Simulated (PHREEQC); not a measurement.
Make-up at 20 °C: 0.053 mol ZnSO4, 0.0028 mol NaCl and 0.00085 mol MnSO4 per kg of water. Closed to the air; pH follows from the charge balance.

The numbers come from PHREEQC with the ion-association model, wateq4f.dat.

Each row changes one thing in this solution. No solid was allowed to form.

```json
[
 {"case": "as made", "pH": "5.65", "ionic strength (mol/kgw)": "0.117", "Zn+2 (mol/kgw)": "0.0281", "SO4-2 (mol/kgw)": "0.0243", "ZnSO4 (mol/kgw)": "0.0205", "Zn(SO4)2-2 (mol/kgw)": "0.00430", "SI of Goslarite (ZnSO4:7H2O)": "-2.03", "SI of Zincite(c) (ZnO)": "-2.09"},
 {"case": "MnSO4 from 0.00085 to 0.000765 mol/kgw", "pH": "5.65", "ionic strength (mol/kgw)": "0.117", "Zn+2 (mol/kgw)": "0.0281", "SO4-2 (mol/kgw)": "0.0243", "ZnSO4 (mol/kgw)": "0.0205", "Zn(SO4)2-2 (mol/kgw)": "0.00429", "SI of Goslarite (ZnSO4:7H2O)": "-2.03", "SI of Zincite(c) (ZnO)": "-2.09"},
 {"case": "ZnSO4 from 0.053 to 0.265 mol/kgw", "pH": "5.50", "ionic strength (mol/kgw)": "0.490", "Zn+2 (mol/kgw)": "0.121", "SO4-2 (mol/kgw)": "0.0738", "ZnSO4 (mol/kgw)": "0.0956", "Zn(SO4)2-2 (mol/kgw)": "0.0480", "SI of Goslarite (ZnSO4:7H2O)": "-1.34", "SI of Zincite(c) (ZnO)": "-1.92"},
 {"case": "temperature from 20 to 10 °C", "pH": "5.78", "ionic strength (mol/kgw)": "0.119", "Zn+2 (mol/kgw)": "0.0286", "SO4-2 (mol/kgw)": "___", "ZnSO4 (mol/kgw)": "0.0198", "Zn(SO4)2-2 (mol/kgw)": "0.00454", "SI of Goslarite (ZnSO4:7H2O)": "-1.92", "SI of Zincite(c) (ZnO)": "___"},
 {"case": "temperature from 20 to 60 °C", "pH": "5.19", "ionic strength (mol/kgw)": "0.111", "Zn+2 (mol/kgw)": "0.0266", "SO4-2 (mol/kgw)": "0.0237", "ZnSO4 (mol/kgw)": "0.0226", "Zn(SO4)2-2 (mol/kgw)": "0.00351", "SI of Goslarite (ZnSO4:7H2O)": "-2.41", "SI of Zincite(c) (ZnO)": "-1.09"},
 {"case": "temperature from 20 to 30 °C", "pH": "___", "ionic strength (mol/kgw)": "0.115", "Zn+2 (mol/kgw)": "0.0276", "SO4-2 (mol/kgw)": "0.0241", "ZnSO4 (mol/kgw)": "0.0212", "Zn(SO4)2-2 (mol/kgw)": "0.00408", "SI of Goslarite (ZnSO4:7H2O)": "-2.13", "SI of Zincite(c) (ZnO)": "-1.82"},
 {"case": "temperature from 20 to 35 °C", "pH": "5.46", "ionic strength (mol/kgw)": "0.115", "Zn+2 (mol/kgw)": "0.0274", "SO4-2 (mol/kgw)": "0.0240", "ZnSO4 (mol/kgw)": "0.0215", "Zn(SO4)2-2 (mol/kgw)": "0.00397", "SI of Goslarite (ZnSO4:7H2O)": "___", "SI of Zincite(c) (ZnO)": "-1.69"}
]
```

Question: What belongs in the gaps?

Answer: 
- temperature from 20 to 10 °C, SO4-2 (mol/kgw): 0.0246
- temperature from 20 to 10 °C, SI of Zincite(c) (ZnO): -2.39
- temperature from 20 to 30 °C, pH: 5.52
- temperature from 20 to 35 °C, SI of Goslarite (ZnSO4:7H2O): -2.18

Complexes and solids missing from the database can't appear. Away from 25 °C the constants follow the database's enthalpies or fits; those with neither stay at their 25 °C values.
